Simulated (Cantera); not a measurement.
A jet of 6.84 % CH4, 7.38 % O2, 85.8 % N2, equivalence ratio 1.9 at 300 K and 0.100 bar hits a platinum plate 2.8 cm away at a mass flux of 0.16 kg/m²/s; the plate temperature is set and raised in steps from an oxygen-covered start.

Computed with Cantera and Deutschmann's 1995 Pt surface mechanism with GRI-Mech 3.0 gas chemistry. Catalytic surfaces can have several steady states; this one follows from the mechanism file's or the stated starting coverage.

x: mole fraction at the wall; θ: surface coverage.

```json
[
 {"plate T (K)": "850", "wall x CH4": "0.0293", "wall x O2": "0.0103", "wall x H2O": "0.0718", "wall x OH": "<1e-8", "wall x CO": "0.0382", "wall x CO2": "0.00324", "θ free Pt": "0.402", "θ H*": "(withheld)", "θ CO*": "0.577", "θ C*": "0.0215"},
 {"plate T (K)": "900", "wall x CH4": "0.0270", "wall x O2": "0.00956", "wall x H2O": "0.0731", "wall x OH": "<1e-8", "wall x CO": "0.0432", "wall x CO2": "0.000165", "θ free Pt": "0.432", "θ H*": "(withheld)", "θ CO*": "0.273", "θ C*": "0.293"},
 {"plate T (K)": "950", "wall x CH4": "0.0228", "wall x O2": "0.00802", "wall x H2O": "0.0716", "wall x OH": "<1e-8", "wall x CO": "0.0475", "wall x CO2": "0.000117", "θ free Pt": "0.492", "θ H*": "(withheld)", "θ CO*": "0.157", "θ C*": "0.350"},
 {"plate T (K)": "1000", "wall x CH4": "0.0161", "wall x O2": "0.00559", "wall x H2O": "0.0692", "wall x OH": "<1e-8", "wall x CO": "0.0544", "wall x CO2": "0.000189", "θ free Pt": "0.617", "θ H*": "(withheld)", "θ CO*": "0.124", "θ C*": "0.257"},
 {"plate T (K)": "1050", "wall x CH4": "0.0106", "wall x O2": "0.00376", "wall x H2O": "0.0668", "wall x OH": "<1e-8", "wall x CO": "0.0597", "wall x CO2": "0.000513", "θ free Pt": "0.782", "θ H*": "0.00245", "θ CO*": "0.104", "θ C*": "0.111"},
 {"plate T (K)": "1100", "wall x CH4": "0.00844", "wall x O2": "0.00309", "wall x H2O": "0.0653", "wall x OH": "<1e-8", "wall x CO": "0.0613", "wall x CO2": "0.00127", "θ free Pt": "0.889", "θ H*": "0.00232", "θ CO*": "0.0700", "θ C*": "0.0389"}
]
```

Question: Fill in the missing entries.

Answer: 
- 850, θ H*: 0.000105
- 900, θ H*: 0.000948
- 950, θ H*: 0.00165
- 1000, θ H*: 0.00221
